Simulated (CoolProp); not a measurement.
Values from CoolProp's reference Helmholtz-energy equation of state, Tillner-Roth 1997.

For CH2F2 (R32), give the phase and the cp (kJ/(kg K)), cv (kJ/(kg K)), speed of sound (m/s), isothermal compressibility (1/MPa) at 435 K and 2.63 MPa; 435 K and 7.89 MPa.


- 435 K and 2.63 MPa: gas; cp 1.17, cv 0.923, speed of sound 272, isothermal compressibility 0.415
- 435 K and 7.89 MPa: supercritical; cp 1.58, cv 1.01, speed of sound 247, isothermal compressibility 0.169
